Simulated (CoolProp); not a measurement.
Saturation properties of C3F8 (R218) (Tc = 345.0 K, pc = 2640 kPa, ω = 0.317).

Values from CoolProp's reference Helmholtz-energy equation of state, Lemmon 2006. It is a short technical equation, of lower accuracy than the large ones.

| T (K) | p (kPa) | vapour Z | liquid viscosity (µPa s) |
|---|---|---|---|
| 257 | 236.4 | 0.9057 | 313 |
| 260 | 264.0 | 0.8984 | 299 |
| 263 | 293.9 | 0.8907 | 286 |
| 266 | 326.3 | 0.8827 | 273 |
| 269 | 361.4 | 0.8742 | 261 |
| 272 | 399.2 | 0.8653 | 249 |
| 275 | 440.0 | 0.8561 | 238 |
| 278 | 483.7 | 0.8463 | 228 |
| 281.1 | 532.3 | 0.8358 | 217 |
| 284.1 | 582.7 | 0.8250 | 208 |
| 287.1 | 636.5 | 0.8138 | 198 |
| 290.1 | 694.0 | 0.8020 | 189 |
| 293.1 | 755.3 | 0.7897 | 181 |
| 296.1 | 820.5 | 0.7767 | 172 |

It boils at 236.4 K under 1 atm.

Viscosity comes from a separate model (Huber 2003), an estimate that may be off by 10 % or more.
